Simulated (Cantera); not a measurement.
Input: 1 mol Cu2O, 0.34 mol C, 2.4 mol N2, held at 1148 K and 1.60 mbar.

Method: chemical equilibrium by Gibbs-energy minimisation in Cantera with the NASA 1993 tables (ideal gas, pure condensed phases). Candidate condensed phases: C, Cu, CuO, Cu2O; 27 gas species. Mutual solubility and eutectic melting of coexisting phases are not modelled. Kinetics and transport are ignored.

Question: What is the equilibrium state?

Answer: 
```json
{
  "x(N2)": "0.876",
  "x(CO2)": "0.124",
  "x(O2)": "1.17e-5",
  "x(CO)": "4.40e-6",
  "x(Cu)": "1.70e-6",
  "x(NO)": "1.02e-6",
  "n(Cu(s))": "1.36 mol",
  "n(Cu2O(s))": "0.320 mol",
  "gas_amount": "2.740 mol",
  "log10 activity of C(graphite) (absent)": "-13.99"
}
```
